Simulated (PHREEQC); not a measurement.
A made-up water analysis in mmol/kgw, 25 °C, pH 6.77:

```tsv
constituent	mmol/kgw
Na	267
K	0.299
Ca	32
Mg	9.82
Cl	255
S(6)	52.9
Alkalinity (meq/kgw)	0.00641
Li	0.653
```

Valence states are taken as typed.

All values are PHREEQC results (Pitzer model, pitzer.dat), not measurements.

Precipitation was switched off in this run.

**Question.** Predict the activity of water, osmotic coefficient.

**Answer.** activity of water 0.990; osmotic coefficient 0.864.

**Question.** In which forms is C present?

**Answer.** HCO3- 80 %, CO2 20 % of the C.

Saturation is exceeded, for instance for Gypsum; the values hold only as long as no solid forms.
